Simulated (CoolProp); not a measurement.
Computed with CoolProp (reference Helmholtz-energy equation of state, Guder 2009).

For sulfur hexafluoride, give the phase and the Z, cp (kJ/(kg K)), cv (kJ/(kg K)), isothermal compressibility (1/MPa) at 334.3 K and 0.571 MPa; 334.3 K and 1.63 MPa; 334.3 K and 4.63 MPa.


- 334.3 K and 0.571 MPa: gas; Z 0.955, cp 0.738, cv 0.667, isothermal compressibility 1.84
- 334.3 K and 1.63 MPa: gas; Z 0.864, cp 0.789, cv 0.679, isothermal compressibility 0.720
- 334.3 K and 4.63 MPa: supercritical; Z 0.456, cp 2.19, cv 0.766, isothermal compressibility 0.717
